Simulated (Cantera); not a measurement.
Charge: 1 mol SiCl4, 0.0062 mol Cl2, 10 mol H2, at 1073 K and 10.0 mbar.

Cantera equilibrium calculation (NASA polynomials, part measured and part estimated; ideal gas, pure solids and liquids). Candidate condensed phases: Si; 19 gas species. The tables' values for SiCl3 are old estimates; treat these amounts as uncertain. Equilibrium is a limit: real reactors are often held back by kinetics, nucleation or transport.

Base state: H2 0.861, SiCl4 0.0599, HCl 0.0555, SiHCl3 0.0114, SiCl2 0.00697, SiCl3 0.00511, SiH2Cl2 0.000252 (mole fractions); condensed: Si(s).

Task: What changes in the equilibrium state with this change: H2 from 10 to 810 mol?

Result: 
```json
[
 {"species": "H2", "before": "0.861", "after": "0.995"},
 {"species": "HCl", "before": "0.0555", "after": "0.00481"},
 {"species": "SiCl2", "before": "0.00697", "after": "4.52e-5"},
 {"species": "SiCl4", "before": "0.0599", "after": "2.52e-6"},
 {"species": "SiHCl3", "before": "0.0114", "after": "6.39e-6"},
 {"species": "SiCl3", "before": "0.00511", "after": "2.67e-6"},
 {"species": "SiH2Cl2", "before": "0.000252", "after": "1.89e-6"},
 {"species": "Si(s), mol", "before": "0.0657", "after": "0.952"}
]
```
